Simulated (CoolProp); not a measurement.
R1234ze(E) along the isobar 1400 kPa: fugacity coefficient from the reference equation and from simpler models built on Tc = 109.4 °C, pc = 3635 kPa, ω = 0.313; each cubic takes its own stable root.

Model: reference Helmholtz-energy equation of state, Thol 2016, in CoolProp.

| T (°C) | phase | reference | van der Waals | Redlich-Kwong | Soave-Redlich-Kwong | Peng-Robinson |
|---|---|---|---|---|---|---|
| -19.75 | liquid | 0.07097 | 0.3664 | (withheld) | 0.07141 | 0.07120 |
| -3.05 | liquid | 0.1360 | (withheld) | 0.2352 | (withheld) | 0.1362 |
| 13.55 | liquid | 0.2352 | 0.6258 | 0.3628 | 0.2401 | 0.2357 |
| 30.25 | liquid | 0.3760 | 0.7776 | 0.5242 | 0.3855 | 0.3770 |
| 46.95 | liquid | 0.5609 | 0.8250 | 0.7150 | (withheld) | 0.5621 |
| 80.25 | gas | 0.8246 | (withheld) | 0.8386 | 0.8317 | 0.8188 |
| 96.85 | gas | 0.8509 | 0.8768 | (withheld) | 0.8559 | 0.8432 |
| 113.55 | gas | 0.8723 | 0.8894 | 0.8756 | 0.8764 | 0.8639 |
| 130.15 | gas | 0.8898 | 0.9003 | 0.8900 | 0.8936 | 0.8814 |
| 146.85 | gas | 0.9045 | 0.9099 | 0.9024 | 0.9083 | 0.8965 |

Question: Fill in the missing entries.

Answer: 
- -19.75, Redlich-Kwong: 0.1399
- -3.05, van der Waals: 0.4884
- -3.05, Soave-Redlich-Kwong: 0.1379
- 46.95, Soave-Redlich-Kwong: 0.5761
- 80.25, van der Waals: 0.8622
- 96.85, Redlich-Kwong: 0.8586

At some of these states van der Waals gives the other phase, because its saturation line lies elsewhere.
